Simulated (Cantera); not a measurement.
A perfectly stirred reactor is fed with H2 : O2 = 0.01 : 1 (molar parts), at 20.0 Torr; it is held at 1275 K, and followed from long to short residence time.

Detailed kinetics in Cantera: the H2/O2 subset of GRI-Mech 3.0, which has no nitrogen chemistry. Radical loss at walls, strong at low pressure, is not modelled.

Question: Predict: x(H2) at τ = 2.80 s; x(O2) at τ = 2.80 s; x(H2O) at τ = 2.80 s; x(OH) at τ = 2.80 s; x(H) at τ = 2.80 s; x(H2) at τ = 95.0 ms; x(O2) at τ = 95.0 ms; x(H2O) at τ = 95.0 ms; x(OH) at τ = 95.0 ms; x(H) at τ = 95.0 ms.

Answer: 
```json
{
 "x(H2) at τ = 2.80 s": "1.44e-5",
 "x(O2) at τ = 2.80 s": "0.989",
 "x(H2O) at τ = 2.80 s": "0.00979",
 "x(OH) at τ = 2.80 s": "0.000275",
 "x(H) at τ = 2.80 s": "7.58e-6",
 "x(H2) at τ = 95.0 ms": "0.000101",
 "x(O2) at τ = 95.0 ms": "0.986",
 "x(H2O) at τ = 95.0 ms": "0.00939",
 "x(OH) at τ = 95.0 ms": "0.000736",
 "x(H) at τ = 95.0 ms": "0.000129"
}
```
